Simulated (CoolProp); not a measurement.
Vapour-liquid equilibrium of CHF3 (R23) (1) + R143a (2) at 244.6 K; x and y are mole fractions of (1).

Model: multi-fluid Helmholtz-energy mixture model, Penoncello 2003 and Lemmon and Jacobsen 2000; pair parameters Bell 2016, in CoolProp.

Task: Give the bubble pressure and the first vapour's composition at x = 0.25, 0.35, 0.45. Is there an azeotrope?

Result: x = 0.25: 0.4120 MPa, y = 0.563; x = 0.35: 0.4964 MPa, y = 0.679; x = 0.45: 0.5826 MPa, y = 0.763. No azeotrope shows between x = 0.05 and 0.95.

The pair parameters rest on a limited set of measurements; away from them the model extrapolates.
